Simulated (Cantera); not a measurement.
Input (Python, Cantera) and output of one run.

```python
import numpy as np
import cantera as ct

gas_names = """
    C CN CO CO2 C2 CCN CNC C2N2 C2O C3 C3O2 C4 C4N2 C5 N NCO NO NO2 NO3 N2 N2O O O2 O3 Si SiC SiC2 SiN
    SiO SiO2 Si2 Si2C Si2N Si3
""".split()
cond_names = """
    C(gr) Si(cr) Si(L) SiC(b) SiO2(Lqz) SiO2(hqz) SiO2(L) Si2N2O(s) Si3N4(a)
""".split()


# ... load() reads the species with a 1 bar reference pressure and builds the phases ...
atoms = {
    'SiC': {'Si': 1, 'C': 1},
    'O2': {'O': 2},
    'N2': {'N': 2},
}
top_T = {'C(gr)': 4500, 'SiC(b)': 3050, 'Si2N2O(s)': 2100, 'Si3N4(a)': 2400}  # K; cautious upper limits of use, not melting points


# ... equilibrate(T, P, feed) seeds the gas with the atoms and calls Mixture.equilibrate('TP', solver="vcs", rtol=1e-11, max_steps=5000) ...
results = []
feed = {'SiC': 1, 'O2': 0.0016, 'N2': 850}  # mol
P = 1.3  # Pa
for T in [1450, 1500, 1550, 1600, 1650, 1700, 1750, 1800, 1850, 1900]:
    mix = equilibrate(T, P, feed)
    results.append((T, P, feed, dict(zip(mix.species_names, mix.species_moles))))

top = {s: max(r[3][s] / sum(r[3][g] for g in gas_names) for r in results) for s in gas_names}
cols = sorted((s for s in top if top[s] > 0.0001), key=lambda s: -top[s])[:8]
seen = [c for c in cond_names if any(r[3].get(c, 0) > 1e-12 for r in results)]
print("log10 of partial pressures in bar; condensed amounts in mol")
print(f"{'T/K':>10s}" + "".join(f"{s[:9]:>10s}" for s in cols + seen))
for T, P, feed, n in results:
    ng = sum(n[g] for g in gas_names)
    print(f"{T:10.4g}" + "".join(f"{np.log10(max(n[s] / ng * P / 1e5, 1e-99)):10.3f}" for s in cols)
          + "".join(f"{n.get(c, 0):10.4g}" for c in seen))
```

It prints:

```
log10 of partial pressures in bar; condensed amounts in mol
       T/K        N2        Si     C(gr)    SiC(b)
      1450    -4.886   -10.322         0    0.9968
      1500    -4.886   -10.115  0.001823    0.9949
      1550    -4.886    -9.534   0.01593    0.9807
      1600    -4.886    -8.989   0.06379    0.9321
      1650    -4.886    -8.478    0.2141    0.7787
      1700    -4.886    -7.997    0.6545    0.3266
      1750    -4.887    -7.825    0.9681         0
      1800    -4.887    -7.825    0.9585         0
      1850    -4.887    -7.826    0.9411         0
      1900    -4.887    -7.828    0.9116         0
```

Equilibrium computed with Cantera from the NASA thermochemical tables; the gas is ideal and each condensed phase is pure.
